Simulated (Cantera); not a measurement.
Input: 1 mol PbO, a varied amount of N2, held at 1673 K and 2.60 bar.

These are equilibrium values from Cantera (NASA tables, ideal gas, pure condensed phases), not measurements of a reactor. Candidate condensed phases: Pb, PbO, PbO2, Pb3O4; 12 gas species. Gases not in the tables: (PbO)n polymers. Equilibrium is a limit: real reactors are often held back by kinetics, nucleation or transport.

Task: Which condensed phases are stable at each of these points (n(N2) (mol)): 4, 5.5, 7.7, 11, 15, 20, 28, 39?

Result: 
```
n(N2) (mol)  condensed phases  Pb condensed (%)
-----------  ----------------  ----------------
4                      PbO(l)              88.2
5.5                    PbO(l)              83.8
7.7                    PbO(l)              77.3
11                     PbO(l)              67.6
15                     PbO(l)              55.8
20                     PbO(l)              41.1
28                     PbO(l)              17.5
39                   gas only               0.0
```

From 4 mol N2 to 28 mol N2 the condensed part is PbO(l). At 39 mol N2 nothing is condensed. The share of Pb in condensed phases is highest at 4 mol N2 (88.2 %) and lowest at 39 mol N2 (0.0 %).
